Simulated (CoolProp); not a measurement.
Tetrahydrofuran along the isobar 2.02 bar: Z from the reference equation and from simpler models built on Tc = 267.0 °C, pc = 53.04 bar, ω = 0.234; each cubic takes its own stable root.

Computed with CoolProp (reference Helmholtz-energy equation of state, Fiedler 2023).

| T (°C) | phase | reference |
|---|---|---|
| -84.75 | liquid | 0.009309 |
| -70.75 | liquid | 0.008795 |
| -56.65 | liquid | 0.008348 |
| -42.65 | liquid | 0.007962 |
| -28.65 | liquid | 0.007624 |
| -14.65 | liquid | 0.007327 |
| -0.55 | liquid | 0.007063 |
| 13.45 | liquid | 0.006832 |
| 27.45 | liquid | 0.006627 |
| 41.45 | liquid | 0.006446 |
| 55.55 | liquid | 0.006286 |

Question: How far does each simpler model (Redlich-Kwong, Soave-Redlich-Kwong) lie from the reference over these 11 states: mean and median of the absolute difference, and the worst?

Answer: 
- Redlich-Kwong: mean 10.4 %, median 10.2 %, worst +11.4 % at -84.75 °C and 2.02 bar
- Soave-Redlich-Kwong: mean 8.6 %, median 8.4 %, worst +10.6 % at -84.75 °C and 2.02 bar
